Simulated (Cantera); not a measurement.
A closed system holds: 1 mol CH₄, 33 mol H₂, 32 mol N₂, held at 2375 K and 10000 Pa.

Cantera equilibrium calculation (NASA polynomials, part measured and part estimated; ideal gas, pure solids and liquids). Candidate condensed phases: C, C₆H₆, C₇H₈, C₈H₁₈; 92 gas species. Kinetics and transport are ignored.

Base state: H₂ 0.491, N₂ 0.464, H 0.0313, HCN 0.0120, HNC 0.00120, C₂H₂ (acetylene) 0.000738, CN 3.66e-5 (mole fractions); condensed: gas only.

### Question
What changes in the equilibrium state with this change: N₂ from 32 to 0.5 mol?

### Answer
```tsv
species	before	after
H₂	0.491	0.934
H	0.0313	0.0431
N₂	0.464	0.0109
HCN	0.0120	0.00515
C₄H₂	4.55e-7	1.48e-5
C₂H₂ (acetylene)	0.000738	0.00580
CH₄	2.21e-6	1.62e-5
C₂H	2.55e-6	1.45e-5
C(graphite), mol	0	0.368
```

### Question
What changes in the equilibrium state with this change: pressure from 10000 Pa to 16.0 Pa?

### Answer
| species | before | after |
|---|---|---|
| H | 0.0313 | 0.458 |
| N₂ | 0.464 | 0.363 |
| H₂ | 0.491 | 0.169 |
| HCN | 0.0120 | 0.00814 |
| C₃ | 7.60e-8 | 0.000108 |
| C₂ | 1.39e-8 | 1.50e-5 |
| C | 1.34e-7 | 0.000110 |
| CN | 3.66e-5 | 0.00106 |
